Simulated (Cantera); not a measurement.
An adiabatic, constant-volume homogeneous reactor starts with C3H8 : O2 : N2 = 1 : 9.43 : 35.5 (molar parts), equivalence ratio 0.53, at 1100 K and 1.40 bar.

Model: GRI-Mech 3.0 (53 species, 325 reactions), integrated in Cantera. GRI-Mech 3.0 was tuned for natural gas; its chemistry of propane as a main component is partial and can be far from experiment.

x: mole fraction; the columns are a selection and need not sum to one.

| t (s) | T (K) | P (bar) | x C3H8 | x O2 | x HCO | x C2H4 | x CH2 | x NO | x H2 |
|---|---|---|---|---|---|---|---|---|---|
| 5.00e-6 | 1100 | 1.40 | 0.0218 | 0.205 | <1e-12 | 1.85e-8 | <1e-12 | <1e-12 | 6.54e-10 |
| 1.01e-5 | 1100 | 1.40 | 0.0218 | 0.205 | <1e-12 | 4.89e-8 | <1e-12 | <1e-12 | 1.91e-9 |
| 2.06e-5 | 1100 | 1.40 | 0.0218 | 0.205 | <1e-12 | 1.14e-7 | <1e-12 | <1e-12 | 4.62e-9 |
| 4.17e-5 | 1100 | 1.40 | 0.0218 | 0.205 | <1e-12 | ? | <1e-12 | <1e-12 | ? |
| 8.47e-5 | 1100 | 1.40 | 0.0218 | 0.205 | <1e-12 | 5.67e-7 | <1e-12 | <1e-12 | 2.35e-8 |
| 0.000172 | 1100 | 1.40 | 0.0218 | 0.205 | <1e-12 | 1.35e-6 | <1e-12 | <1e-12 | 6.08e-8 |
| 0.000349 | 1100 | 1.40 | 0.0218 | 0.205 | <1e-12 | 3.73e-6 | <1e-12 | <1e-12 | 2.17e-7 |
| 0.000707 | 1100 | 1.40 | 0.0218 | 0.205 | 1.27e-12 | 1.27e-5 | <1e-12 | <1e-12 | 1.04e-6 |
| 0.00143 | 1100 | 1.40 | 0.0217 | 0.205 | 6.78e-12 | 4.24e-5 | <1e-12 | <1e-12 | 4.03e-6 |
| 0.00291 | 1100 | 1.40 | 0.0217 | 0.205 | 1.87e-11 | 0.000109 | 1.10e-12 | <1e-12 | 1.05e-5 |
| 0.00590 | 1100 | 1.40 | 0.0215 | 0.205 | 4.60e-11 | 0.000253 | 1.28e-12 | <1e-12 | 2.53e-5 |
| 0.0120 | 1101 | 1.40 | 0.0212 | 0.205 | 1.21e-10 | ? | 1.80e-12 | <1e-12 | ? |
| 0.0243 | 1103 | 1.41 | 0.0202 | 0.204 | 4.68e-10 | 0.00158 | 4.57e-12 | <1e-12 | 0.000205 |
| 0.0493 | 2452 | 3.20 | <1e-12 | 0.0895 | 4.78e-10 | <1e-12 | <1e-12 | 0.00762 | 0.000710 |
| 0.100 | 2440 | 3.19 | <1e-12 | 0.0869 | 4.32e-10 | <1e-12 | <1e-12 | 0.0129 | 0.000683 |

Problem. Complete the blanks.

Solution. 
- 4.17e-5, x C2H4: 2.54e-7
- 4.17e-5, x H2: 1.03e-8
- 0.0120, x C2H4: 0.000590
- 0.0120, x H2: 6.39e-5
